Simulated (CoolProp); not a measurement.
C2F6 (R116) at 298.15 K and 0.348 MPa is throttled through a valve to 0.11 MPa with no heat exchange. Each further row changes one setting.

The numbers come from the reference Helmholtz-energy equation of state, Lemmon 2006 in CoolProp. It is a short technical equation, of lower accuracy than the large ones.

```
case                       temperature change (K)  final density (kg/m³)
-------------------------  ----------------------  ---------------------
as stated                                       …                   6.24
outlet pressure 0.033 MPa                       …                      …
outlet pressure 0.143 MPa                    -1.7                   8.13
```

Task: Complete the blanks.

Result: 
- as stated, temperature change (K): -2.0
- outlet pressure 0.033 MPa, temperature change (K): -2.7
- outlet pressure 0.033 MPa, final density (kg/m³): 1.86
